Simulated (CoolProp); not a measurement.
Ammonia at 293.15 K and 16.9 MPa is throttled through a valve to 10.1 MPa with no heat exchange. Each further row changes one setting.

Values from CoolProp's reference Helmholtz-energy equation of state, Gao 2020.

```tsv
case	temperature change (K)	final density (kg/m³)
as stated	+0.8	617
outlet pressure 3.03 MPa	+1.6	610
outlet pressure 13.1 MPa	+0.5	620
```
